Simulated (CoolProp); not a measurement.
Saturation properties of tetrahydrofuran.

Values from CoolProp's reference Helmholtz-energy equation of state, Fiedler 2023.

| T (K) | p (MPa) | vapour density (kg/m³) | liquid cp (kJ/(kg K)) |
|---|---|---|---|
| 327 | 0.06735 | 1.824 | 1.835 |
| 336.8 | 0.09406 | 2.488 | 1.875 |
| 346.5 | 0.1281 | 3.318 | 1.915 |
| 356.3 | 0.1717 | 4.360 | 1.958 |
| 366.1 | 0.2259 | 5.638 | 2.001 |
| 375.9 | 0.2924 | 7.189 | 2.045 |
| 385.6 | 0.3721 | 9.031 | 2.091 |
| 395.4 | 0.4683 | 11.25 | 2.138 |
| 405.2 | 0.5822 | 13.87 | 2.187 |
| 415 | 0.7157 | 16.96 | 2.238 |
| 424.7 | 0.8692 | 20.54 | 2.292 |
| 434.5 | 1.048 | 24.77 | 2.350 |

It boils at 339.1 K under 1 atm.
